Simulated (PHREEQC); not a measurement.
Synthetic water in mg/L, 25 °C, pH 3.01, pe 10.5: Na 82.6; K 11.4; Ca 130; Mg 18.5; Cl 51.9; S(6) as SO4 712; Mn(2) 0.239; Fe(3) 48.2; Zn 0.353.

Cl is adjusted to close the charge balance.
Valence states are taken as typed.

Computed with PHREEQC (ion-association model, phreeqc.dat).

Precipitation was switched off in this run.

Order these S species by the share of S that they hold, largest first: HSO4-, MgSO4, SO4-2, FeSO4+, CaSO4.

SO4-2 (72 %), CaSO4 (11 %), FeSO4+ (7.7 %), HSO4- (4.6 %), MgSO4 (3.1 %)

The pH is 3.01 and the ionic strength 0.0207 mol/kgw. Saturation is exceeded, for instance for Jarosite-K, Hematite (slow to form); the values hold only as long as no solid forms. Species that the database lacks are ignored.
